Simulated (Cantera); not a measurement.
A perfectly stirred reactor is fed with 2.53 % H2, 97.5 % O2, equivalence ratio 0.013, at 250 Pa; it is held at 1250 K, and followed from long to short residence time.

Computed with Cantera and GRI-Mech 3.0 (53 species, 325 reactions). Radical loss at walls, strong at low pressure, is not modelled.

One state of this run: x H2 = 0.00823; x O2 = 0.960; x OH = 0.00390; x H = 0.00269; x H2O2 = 2.31e-8; x HO2 = 4.06e-7; x H2O = 0.0138. x: mole fraction; the columns are a selection and need not sum to one.

Task: Which value of τ (s) does it belong to?
A) 0.015
B) 3.3
C) 0.0051
D) 0.13

Result: C, 0.0051
